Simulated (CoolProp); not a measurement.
Vapour-liquid equilibrium of R134a (1) + R152A (2) at 0.65 MPa; x and y are mole fractions of (1).

Model: multi-fluid Helmholtz-energy mixture model, Tillner-Roth 1994 and Outcalt 1996; pair parameters Lemmon 2004, in CoolProp.

```json
[
 {"x": "0.05", "bubble temperature, mixture model (K)": "301.0", "bubble temperature, Raoult's law (K)": "300.9", "y, mixture model": "0.051", "y, Raoult's law": "0.055"},
 {"x": "0.15", "bubble temperature, mixture model (K)": "300.9", "bubble temperature, Raoult's law (K)": "300.5", "y, mixture model": "0.155", "y, Raoult's law": "0.165"},
 {"x": "0.25", "bubble temperature, mixture model (K)": "300.7", "bubble temperature, Raoult's law (K)": "300.1", "y, mixture model": "0.261", "y, Raoult's law": "0.271"},
 {"x": "0.35", "bubble temperature, mixture model (K)": "300.4", "bubble temperature, Raoult's law (K)": "299.7", "y, mixture model": "0.366", "y, Raoult's law": "0.375"},
 {"x": "0.45", "bubble temperature, mixture model (K)": "300.1", "bubble temperature, Raoult's law (K)": "299.3", "y, mixture model": "0.471", "y, Raoult's law": "0.477"},
 {"x": "0.55", "bubble temperature, mixture model (K)": "299.7", "bubble temperature, Raoult's law (K)": "299.0", "y, mixture model": "0.574", "y, Raoult's law": "0.577"},
 {"x": "0.65", "bubble temperature, mixture model (K)": "299.3", "bubble temperature, Raoult's law (K)": "298.6", "y, mixture model": "0.675", "y, Raoult's law": "0.674"},
 {"x": "0.75", "bubble temperature, mixture model (K)": "298.8", "bubble temperature, Raoult's law (K)": "298.2", "y, mixture model": "0.773", "y, Raoult's law": "0.770"},
 {"x": "0.85", "bubble temperature, mixture model (K)": "298.2", "bubble temperature, Raoult's law (K)": "297.9", "y, mixture model": "0.867", "y, Raoult's law": "0.863"},
 {"x": "0.95", "bubble temperature, mixture model (K)": "297.7", "bubble temperature, Raoult's law (K)": "297.5", "y, mixture model": "0.957", "y, Raoult's law": "0.955"}
]
```

The largest gap from Raoult's law is +0.8 K in bubble temperature, at x = 0.45. No azeotrope shows between x = 0.05 and 0.95.

The pair parameters rest on a limited set of measurements; away from them the model extrapolates.
